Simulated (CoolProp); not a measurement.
A single-stage vapour-compression cycle with R142b: evaporating at 270.15 K (dew point), condensing at 302.15 K (bubble point), superheat 10 K, subcooling 8 K, compressor efficiency 0.8, no pressure losses. Each further row changes one setting.

Values from CoolProp's reference Helmholtz-energy equation of state, Lemmon 2006. It is a short technical equation, of lower accuracy than the large ones.

```json
[
 {"case": "as stated", "cooling COP": "6.31", "pressure ratio": "2.95", "discharge temperature (K)": "322.1", "refrigerating effect (kJ/kg)": "197", "volumetric capacity (kJ/m³)": "1150"},
 {"case": "evaporating temperature 275.15 K", "cooling COP": "[?]", "pressure ratio": "[?]", "discharge temperature (K)": "320.1", "refrigerating effect (kJ/kg)": "201", "volumetric capacity (kJ/m³)": "[?]"},
 {"case": "condensing temperature 297.15 K", "cooling COP": "7.62", "pressure ratio": "2.54", "discharge temperature (K)": "316.0", "refrigerating effect (kJ/kg)": "204", "volumetric capacity (kJ/m³)": "1190"},
 {"case": "subcooling 13 K", "cooling COP": "6.52", "pressure ratio": "2.95", "discharge temperature (K)": "322.1", "refrigerating effect (kJ/kg)": "204", "volumetric capacity (kJ/m³)": "1190"},
 {"case": "superheat 20 K", "cooling COP": "6.32", "pressure ratio": "2.95", "discharge temperature (K)": "332.4", "refrigerating effect (kJ/kg)": "[?]", "volumetric capacity (kJ/m³)": "1150"},
 {"case": "compressor efficiency 0.7", "cooling COP": "5.52", "pressure ratio": "2.95", "discharge temperature (K)": "326.8", "refrigerating effect (kJ/kg)": "197", "volumetric capacity (kJ/m³)": "1150"}
]
```

**Question.** Fill in the missing entries.

**Answer.** 
- evaporating temperature 275.15 K, cooling COP: 7.75
- evaporating temperature 275.15 K, pressure ratio: 2.45
- evaporating temperature 275.15 K, volumetric capacity (kJ/m³): 1390
- superheat 20 K, refrigerating effect (kJ/kg): 206
